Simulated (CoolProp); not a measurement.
The fluid at 293.15 K and 0.248 MPa flows at 19 m/s in a round tube of 12.7 mm bore and 0.25 µm roughness, fully developed (64/Re and Nu = 3.66 if laminar; Colebrook and Gnielinski if turbulent). The same conditions are run with several fluids, on thermodynamics alone (safety and materials aside).

Computed with CoolProp (reference Helmholtz-energy equation of state of each fluid (water: Wagner 2002; n-decane: Lemmon 2006; R236EA: Rui 2013; R123: Younglove 1994; R245fa: Akasaka 2015)).

Q: Rank water, n-decane, R236EA, R123, R245fa by Reynolds number, highest first.

A: R236EA (847000), R123 (803000), R245fa (778000), water (241000), n-decane (193000)

| fluid | Darcy friction factor | pressure drop (Pa/m) | heat-transfer coefficient (W/(m² K)) | mass flow (kg/h) |
|---|---|---|---|---|
| water | 0.0153 | 217000 | 60900 | 8650 |
| n-decane | 0.0159 | 165000 | 15300 | 6330 |
| R236EA | 0.0124 | 254000 | 24000 | 12500 |
| R123 | 0.0125 | 262000 | 21000 | 12800 |
| R245fa | 0.0125 | 241000 | 24600 | 11700 |

Transport values come from each fluid's own correlations; those of R236EA, R245fa are estimates that may be off by 10 % or more.
